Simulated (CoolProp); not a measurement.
Vapour-liquid equilibrium of cyclopropane (1) + R134a (2) at 316.2 K; x and y are mole fractions of (1).

Values from CoolProp's multi-fluid Helmholtz-energy mixture model, Polt 1992 and Tillner-Roth 1994; pair parameters Bell 2016. This equation is an older, rougher fit; its heat capacities, sound speeds and derivatives of the liquid may be far off and weren't checked against measurements.

Problem. Give the bubble pressure and the first vapour's composition at x = 0.15, 0.35, 0.45. Is there an azeotrope?

Solution. x = 0.15: 1312 kPa, y = 0.243; x = 0.35: 1454 kPa, y = 0.423; x = 0.45: 1483 kPa, y = 0.487. y crosses x between x = 0.45 and 0.55: the model has an azeotrope there.

Pair parameters are fitted to limited data, so mixtures are less certain than the pure fluids.
